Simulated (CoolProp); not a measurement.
1,2-dichloroethane at several states: Z from the reference equation and from simpler models built on Tc = 288.4 °C, pc = 5.226 MPa, ω = 0.269; each cubic takes its own stable root.

The numbers come from the reference Helmholtz-energy equation of state, Thol 2015 in CoolProp.

```json
[
 {"T (°C)": "53.75", "p (MPa)": "0.0308", "phase": "gas", "reference": "0.9883"},
 {"T (°C)": "205.45", "p (MPa)": "5.13", "phase": "liquid", "reference": "0.1354"},
 {"T (°C)": "-2.05", "p (MPa)": "0.0557", "phase": "liquid", "reference": "0.001905"},
 {"T (°C)": "35.55", "p (MPa)": "0.0986", "phase": "liquid", "reference": "0.003090"},
 {"T (°C)": "23.85", "p (MPa)": "0.463", "phase": "liquid", "reference": "0.01487"},
 {"T (°C)": "153.35", "p (MPa)": "0.179", "phase": "gas", "reference": "0.9703"}
]
```

### Question
How far does each simpler model (van der Waals, Redlich-Kwong, Soave-Redlich-Kwong, Peng-Robinson) lie from the reference over these 6 states: mean and median of the absolute difference, and the worst?

### Answer
- van der Waals: mean 13864.9 %, median 71.0 %, worst +51511.5 % at -2.05 °C and 0.0557 MPa
- Redlich-Kwong: mean 12.7 %, median 17.8 %, worst +21.9 % at 205.45 °C and 5.13 MPa
- Soave-Redlich-Kwong: mean 10.3 %, median 14.8 %, worst +16.6 % at 205.45 °C and 5.13 MPa
- Peng-Robinson: mean 1.6 %, median 2.0 %, worst +3.1 % at 205.45 °C and 5.13 MPa

At some of these states van der Waals gives the other phase, because its saturation line lies elsewhere.
